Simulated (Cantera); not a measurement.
A perfectly stirred reactor is fed with 3.91 % CH4, 0.626 % H2, 15.1 % O2, 78.2 % N2, 2.15 % CO2, equivalence ratio 0.54, at 5.00 bar; it is adiabatic with a 600 K inlet, and is followed from long to short residence time, starting on the burning branch (τ in s: 0.12, 0.058, 0.027, 0.012, 0.0057, 0.0026, 0.0012, 0.00056, 0.00026, 0.00012, 5.6e-05, 2.6e-05, 1.2e-05).

Model: GRI-Mech 3.0 (53 species, 325 reactions), integrated in Cantera.

x: mole fraction; the columns are a selection and need not sum to one.

```
τ (s)    T (K)     x CH4      x H2    x O2      x CO    x HCN   x CH2O     x H
-------  -----  --------  --------  ------  --------  -------  -------  ------
0.12      1536   1.49e-5   1.20e-5  0.0695  0.000155  1.28e-9  1.25e-6     [?]
0.058     1535   2.49e-5   2.03e-5  0.0696  0.000266  1.87e-9  2.15e-6     [?]
0.027     1533   4.32e-5   3.58e-5  0.0697  0.000475  2.67e-9  3.84e-6     [?]
0.012     1528   7.90e-5   6.71e-5  0.0700  0.000892  3.62e-9  7.27e-6     [?]
0.0057    1520  0.000143  0.000124  0.0705   0.00164  4.45e-9  1.36e-5     [?]
0.0026    1502  0.000302  0.000262  0.0717   0.00337  5.21e-9  2.93e-5     [?]
0.0012     600    0.0391   0.00626   0.151    <1e-12   <1e-12   <1e-12  <1e-12
0.00056    600    0.0391   0.00626   0.151    <1e-12   <1e-12   <1e-12  <1e-12
0.00026    600    0.0391   0.00626   0.151    <1e-12   <1e-12   <1e-12  <1e-12
0.00012    600    0.0391   0.00626   0.151    <1e-12   <1e-12   <1e-12  <1e-12
5.6e-5     600    0.0391   0.00626   0.151    <1e-12   <1e-12   <1e-12  <1e-12
2.6e-5     600    0.0391   0.00626   0.151    <1e-12   <1e-12   <1e-12  <1e-12
1.2e-5     600    0.0391   0.00626   0.151    <1e-12   <1e-12   <1e-12  <1e-12
```

Q: Some entries are withheld; supply them.

A: 
- 0.12, x H: 4.43e-7
- 0.058, x H: 8.75e-7
- 0.027, x H: 1.80e-6
- 0.012, x H: 3.85e-6
- 0.0057, x H: 7.63e-6
- 0.0026, x H: 1.51e-5
